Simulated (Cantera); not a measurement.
Mixture: C3H8 : O2 : N2 = 1 : 3.85 : 14.5 (molar parts), at 750 Torr, adiabatic and at constant pressure. Ignition delay is the time to a rise of 400 K.

Model: GRI-Mech 3.0 (53 species, 325 reactions), integrated in Cantera. GRI-Mech 3.0 was tuned for natural gas; its chemistry of propane as a main component is partial and can be far from experiment.

Problem. Predict: delay at 1125 K; delay at 1175 K; delay at 1225 K; delay at 1275 K; delay at 1325 K; delay at 1375 K; delay at 1425 K; apparent activation energy between 1325 and 1425 K.

Solution. 
```json
{
 "delay at 1125 K": "31.9 ms",
 "delay at 1175 K": "10.7 ms",
 "delay at 1225 K": "3.87 ms",
 "delay at 1275 K": "1.54 ms",
 "delay at 1325 K": "0.679 ms",
 "delay at 1375 K": "0.330 ms",
 "delay at 1425 K": "0.176 ms",
 "apparent activation energy between 1325 and 1425 K": "210 kJ/mol"
}
```
